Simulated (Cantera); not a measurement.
## Equilibrium for carbothermic reduction: CuO + C + N2

A closed system holds: 1 mol CuO, 1.7 mol C, 9.2 mol N2, at 1577 °C.

Cantera equilibrium calculation (NASA polynomials, part measured and part estimated; ideal gas, pure solids and liquids). Candidate condensed phases: C, Cu, CuO, Cu2O; 27 gas species. Rates play no part.

| P (Pa) | log p N2 | log p CO | log p Cu | log p Cu2 | log p CN | log p CO2 | log p C2N2 | log p C | n C(graphite) | n Cu(l) |
|---|---|---|---|---|---|---|---|---|---|---|
| 10 | -4.09 | -5.05 | -5.05 | -9.70 | -9.21 | -14.35 | -10.49 | -12.03 | 0.700 | 0 |
| 42 | -3.46 | -4.43 | -4.43 | -8.46 | -8.90 | -13.11 | -9.86 | -12.03 | 0.700 | 0 |
| 180 | -2.83 | -3.79 | -3.79 | -7.19 | -8.58 | -11.84 | -9.23 | -12.03 | 0.700 | 0 |
| 750 | -2.21 | -3.17 | -3.18 | -5.95 | -8.27 | -10.60 | -8.61 | -12.03 | 0.700 | 0 |
| 3200 | -1.55 | -2.52 | -3.02 | -5.65 | -7.94 | -9.29 | -7.95 | -12.03 | 0.700 | 0.687 |
| 13000 | -0.93 | -1.90 | -3.02 | -5.65 | -7.64 | -8.05 | -7.34 | -12.03 | 0.700 | 0.925 |
| 56000 | -0.30 | -1.26 | -3.02 | -5.65 | -7.32 | -6.78 | -6.70 | -12.03 | 0.700 | 0.983 |
| 240000 | 0.34 | -0.63 | -3.02 | -5.65 | -7.00 | -5.51 | -6.07 | <-11 | 0.700 | 0.996 |
| 1000000 | 0.96 | -0.01 | -3.02 | -5.65 | -6.69 | -4.27 | -5.45 | <-11 | 0.700 | 0.999 |
log p: log10 of the partial pressure in bar; n: condensed amount in mol.

From 0.000100 bar to 0.00750 bar the condensed part is C(graphite). From 0.0320 bar to 10.0 bar the condensed part is C(graphite) + Cu(l). The main Cu-bearing gas is Cu throughout.
